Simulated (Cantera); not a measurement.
Mixture: 4.61 % CH3OH, 16.5 % O2, 61.8 % N2, 17.1 % H2O, at 1200 Torr, adiabatic and at constant pressure. Ignition delay is the time to a rise of 400 K.

Model: GRI-Mech 3.0 (53 species, 325 reactions), integrated in Cantera. GRI-Mech 3.0 was tuned for natural gas; its chemistry of methanol as a main component is partial and can be far from experiment.

Q: Predict: delay at 1098 K; delay at 1173 K; delay at 1248 K; delay at 1323 K; delay at 1398 K; delay at 1473 K; apparent activation energy between 1323 and 1473 K.

A: 
```json
{
  "delay at 1098 K": "36.2 ms",
  "delay at 1173 K": "8.81 ms",
  "delay at 1248 K": "2.60 ms",
  "delay at 1323 K": "0.914 ms",
  "delay at 1398 K": "0.375 ms",
  "delay at 1473 K": "0.177 ms",
  "apparent activation energy between 1323 and 1473 K": "180 kJ/mol"
}
```
